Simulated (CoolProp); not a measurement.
Values from CoolProp's reference Helmholtz-energy equation of state, Penoncello 2003.

Question: Give the vapour pressure (MPa), vapour density (kg/m³), liquid viscosity (µPa s), liquid conductivity (mW/(m K)) of saturated CHF3 (R23) at -45.45, -28.45, -0.15 °C.

Answer: 
```csv
T (°C),p (MPa),vapour density (kg/m³),liquid viscosity (µPa s),liquid conductivity (mW/(m K))
-45.45,0.574,24.4,179,108
-28.45,1.06,45.3,142,97.1
-0.15,2.48,118,92.8,78.7
```

Viscosity comes from a separate model (Shan 2000). Thermal conductivity comes from a separate model (Shan 2000).
